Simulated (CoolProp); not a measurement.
Benzene at 325.22 K and 3.52 MPa is throttled through a valve to 2.22 MPa with no heat exchange. Each further row changes one setting.

Computed with CoolProp (reference Helmholtz-energy equation of state, Thol 2012).

| case | temperature change (K) | final density (kg/m³) |
|---|---|---|
| as stated | +0.5 | (withheld) |
| outlet pressure 0.666 MPa | (withheld) | (withheld) |
| outlet pressure 2.89 MPa | +0.2 | (withheld) |

Question: Fill in the missing entries.

Answer: 
- as stated, final density (kg/m³): 846
- outlet pressure 0.666 MPa, temperature change (K): +1.1
- outlet pressure 0.666 MPa, final density (kg/m³): 844
- outlet pressure 2.89 MPa, final density (kg/m³): 847
